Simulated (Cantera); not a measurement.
A perfectly stirred reactor is fed with 7.40 % CH₄, 19.5 % O₂, 73.2 % N₂, at 10.0 bar; it is adiabatic with a 398 K inlet, and is followed from long to short residence time, starting on the burning branch (τ in s: 0.026, 0.013, 0.0064, 0.0032, 0.0016, 0.0008, 0.0004, 0.0002, 0.0001, 5e-05, 2.5e-05).

Cantera simulation using GRI-Mech 3.0 (53 species, 325 reactions); the numbers are that mechanism's predictions, not measurements.

Question: Predict: blow-out, bracketed by the residence times tried; x(CH₄) at τ = 26.0 ms; x(O₂) at τ = 26.0 ms; x(CH₂) at τ = 26.0 ms; x(NO) at τ = 26.0 ms; x(CH₄) at τ = 0.800 ms; x(O₂) at τ = 0.800 ms; x(CH₂) at τ = 0.800 ms; x(CH₂CO) at τ = 0.800 ms; x(NO) at τ = 0.800 ms.

Answer: 
* **blow-out, bracketed by the residence times tried**: burning at 0.100 ms, out at 50.0 µs
* **x(CH₄) at τ = 26.0 ms**: 5.56e-6
* **x(O₂) at τ = 26.0 ms**: 0.0464
* **x(CH₂) at τ = 26.0 ms**: 3.62e-8
* **x(NO) at τ = 26.0 ms**: 0.000129
* **x(CH₄) at τ = 0.800 ms**: 8.67e-5
* **x(O₂) at τ = 0.800 ms**: 0.0475
* **x(CH₂) at τ = 0.800 ms**: 9.00e-7
* **x(CH₂CO) at τ = 0.800 ms**: 9.47e-8
* **x(NO) at τ = 0.800 ms**: 3.03e-5
